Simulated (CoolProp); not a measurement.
Properties of n-nonane along the isobar 2.86 MPa (Tc = 321.4 °C, pc = 2.282 MPa, ω = 0.443).

Values from CoolProp's reference Helmholtz-energy equation of state, Lemmon 2006. It is a short technical equation, of lower accuracy than the large ones.

| T (°C) | phase | density (kg/m³) | cp (kJ/(kg K)) |
|---|---|---|---|
| 193.35 | liquid | ___ | 2.907 |
| 212.35 | liquid | 555.9 | ___ |
| 231.45 | liquid | 535.1 | 3.090 |
| 250.55 | liquid | 512.2 | 3.193 |
| 269.65 | liquid | 486.2 | ___ |
| 288.65 | liquid | ___ | 3.470 |
| 307.75 | liquid | 415.2 | ___ |
| 326.85 | supercritical | ___ | 4.580 |

Problem. Fill in the missing entries.

Solution. 
- 193.35, density (kg/m³): 575.2
- 212.35, cp (kJ/(kg K)): 2.996
- 269.65, cp (kJ/(kg K)): 3.313
- 288.65, density (kg/m³): 455.4
- 307.75, cp (kJ/(kg K)): 3.733
- 326.85, density (kg/m³): 348.2
